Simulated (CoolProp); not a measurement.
Vapour-liquid equilibrium of acetone (1) + toluene (2) at 384.5 K; x and y are mole fractions of (1).

Values from CoolProp's multi-fluid Helmholtz-energy mixture model, Lemmon 2006 and Lemmon 2006; pair parameters Bell 2016.

| x | bubble pressure, mixture model (kPa) | bubble pressure, Raoult's law (kPa) | y, mixture model | y, Raoult's law |
|---|---|---|---|---|
| 0.05 | 134.1 | 123.0 | 0.255 | 0.201 |
| 0.2 | 209.6 | 181.5 | 0.576 | 0.544 |
| 0.35 | 270.1 | 240.1 | 0.714 | 0.720 |
| 0.5 | 323.0 | 298.6 | 0.800 | 0.827 |
| 0.65 | 373.0 | 357.1 | 0.867 | 0.899 |
| 0.8 | 423.2 | 415.6 | 0.926 | 0.950 |
| 0.95 | 475.6 | 474.2 | 0.982 | 0.989 |

The largest gap from Raoult's law is +15.5 % in bubble pressure, at x = 0.2. No azeotrope shows between x = 0.05 and 0.95.

Pair parameters are fitted to limited data, so mixtures are less certain than the pure fluids.
